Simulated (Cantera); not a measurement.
Cantera run:

```python
import numpy as np
import cantera as ct

gas_names = """
    C CN CO COS CO2 CS CS2 C2 CCN CNC C2N2 C2O C3 C3O2 C4 C4N2 C5 N NCO NO NO2 NO3 N2 N2O O O2 O3 S SN
    SO SO2 SO3 S2 S2O S8
""".split()
cond_names = """
    C(gr) S(cr1) S(cr2) S(L)
""".split()


def load(file, names, dense=False):
    # The tables refer to 1 bar. Condensed volumes are neglected.
    table = {s.name: s for s in ct.Species.list_from_file(file)}
    out = []
    for n in names:
        d = dict(table[n].input_data)
        d["thermo"] = dict(d["thermo"], **{"reference-pressure": 1e5})
        if dense:
            d["equation-of-state"] = {"model": "constant-volume", "density": "1e6 g/cm^3"}
        out.append(ct.Species.from_dict(d))
    return out


gas = ct.Solution(thermo="ideal-gas", species=load("nasa_gas.yaml", gas_names))
cond = {s.name: ct.Solution(thermo="fixed-stoichiometry", species=[s], name=s.name)
        for s in load("nasa_condensed.yaml", cond_names, dense=True)}
atoms = {
    'CS2': {'C': 1, 'S': 2},
    'O2': {'O': 2},
    'N2': {'N': 2},
}
top_T = {'C(gr)': 4500}  # K; cautious upper limits of use, not melting points


def equilibrate(T, P, feed):
    n = {}
    for name, mol in feed.items():
        for a, k in atoms[name].items():
            n[a] = n.get(a, 0.0) + k * mol
    gas.TPX = T, P, n
    mass = sum(n.values()) * gas.mean_molecular_weight
    gas.equilibrate("TP")
    valid = [c for c in cond.values() if c.min_temp <= T <= top_T.get(c.name, c.max_temp)]
    mix = ct.Mixture([(gas, mass / gas.mean_molecular_weight)] + [(c, 0.0) for c in valid])
    mix.T, mix.P = T, P
    mix.equilibrate("TP", solver="vcs", rtol=1e-11, max_steps=5000)
    return mix


results = []
feed = {'CS2': 1, 'O2': 1.4, 'N2': 3.8}  # mol
P = 101325  # Pa
for T in [2323, 2423, 2523, 2623, 2723, 2823, 2923]:
    mix = equilibrate(T, P, feed)
    results.append((T, P, feed, dict(zip(mix.species_names, mix.species_moles))))

top = {s: max(r[3][s] / sum(r[3][g] for g in gas_names) for r in results) for s in gas_names}
cols = sorted((s for s in top if top[s] > 0.001), key=lambda s: -top[s])[:9]
seen = [c for c in cond_names if any(r[3].get(c, 0) > 1e-12 for r in results)]
print("log10 of partial pressures in bar; condensed amounts in mol")
print(f"{'T/K':>10s}" + "".join(f"{s[:9]:>10s}" for s in cols + seen))
for T, P, feed, n in results:
    ng = sum(n[g] for g in gas_names)
    print(f"{T:10.4g}" + "".join(f"{np.log10(max(n[s] / ng * P / 1e5, 1e-99)):10.3f}" for s in cols)
          + "".join(f"{n.get(c, 0):10.4g}" for c in seen))
```

It prints:

```
log10 of partial pressures in bar; condensed amounts in mol
       T/K        N2        CO        SO       SO2        S2         S       CO2         O        NO
      2323    -0.212    -0.909    -1.339    -0.990    -1.085    -2.248    -1.422    -4.632    -3.885
      2423    -0.215    -0.892    -1.243    -1.006    -1.119    -2.063    -1.494    -4.227    -3.633
      2523    -0.218    -0.880    -1.160    -1.027    -1.158    -1.896    -1.563    -3.854    -3.403
      2623    -0.221    -0.871    -1.088    -1.053    -1.204    -1.746    -1.630    -3.511    -3.192
      2723    -0.224    -0.864    -1.028    -1.082    -1.258    -1.613    -1.693    -3.193    -2.996
      2823    -0.228    -0.860    -0.979    -1.116    -1.320    -1.496    -1.754    -2.897    -2.815
      2923    -0.232    -0.857    -0.939    -1.154    -1.392    -1.394    -1.810    -2.621    -2.646
```

Cantera equilibrium calculation (NASA polynomials, part measured and part estimated; ideal gas, pure solids and liquids).
